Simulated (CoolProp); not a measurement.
Octamethyltrisiloxane (MDM) at several states: Z from the reference equation and from simpler models built on Tc = 292.2 °C, pc = 1.438 MPa, ω = 0.528; each cubic takes its own stable root.

The numbers come from the reference Helmholtz-energy equation of state, Thol 2017 in CoolProp.

```json
[
 {"T (°C)": "-74.05", "p (MPa)": "1.41", "phase": "liquid", "reference": "0.2205"},
 {"T (°C)": "139.75", "p (MPa)": "0.0221", "phase": "gas", "reference": "0.9829"},
 {"T (°C)": "147.05", "p (MPa)": "0.0855", "phase": "gas", "reference": "0.9348"},
 {"T (°C)": "21.95", "p (MPa)": "2.54", "phase": "liquid", "reference": "0.2980"},
 {"T (°C)": "-3.05", "p (MPa)": "0.619", "phase": "liquid", "reference": "0.07726"}
]
```

**Question.** How far does each simpler model (van der Waals, Soave-Redlich-Kwong) lie from the reference over these 5 states: mean and median of the absolute difference, and the worst?

**Answer.** 
- van der Waals: mean 45.5 %, median 71.1 %, worst +77.9 % at -74.05 °C and 1.41 MPa
- Soave-Redlich-Kwong: mean 8.5 %, median 11.7 %, worst +16.8 % at -74.05 °C and 1.41 MPa
